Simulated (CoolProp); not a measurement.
R141b along the isobar 1100 kPa: fugacity coefficient from the reference equation and from simpler models built on Tc = 204.4 °C, pc = 4212 kPa, ω = 0.220; each cubic takes its own stable root.

Computed with CoolProp (reference Helmholtz-energy equation of state, Lemmon 2006). It is a short technical equation, of lower accuracy than the large ones.

```csv
T (°C),phase,reference
-97.15,liquid,1.473e-5
-88.65,liquid,4.161e-5
-80.25,liquid,0.0001045
-71.75,liquid,0.0002418
-63.35,liquid,0.0005122
-54.85,liquid,0.001021
-46.45,liquid,0.001901
-37.95,liquid,0.003378
-29.45,liquid,0.005722
-21.05,liquid,0.009236
-12.55,liquid,0.01444
-4.15,liquid,0.02170
4.35,liquid,0.03179
```

Task: How far does each simpler model (van der Waals, Redlich-Kwong) lie from the reference over these 13 states: mean and median of the absolute difference, and the worst?

Result: 
- van der Waals: mean 13400.4 %, median 3986.8 %, worst +72269.3 % at -97.15 °C and 1100 kPa
- Redlich-Kwong: mean 128.2 %, median 126.9 %, worst +179.5 % at -97.15 °C and 1100 kPa
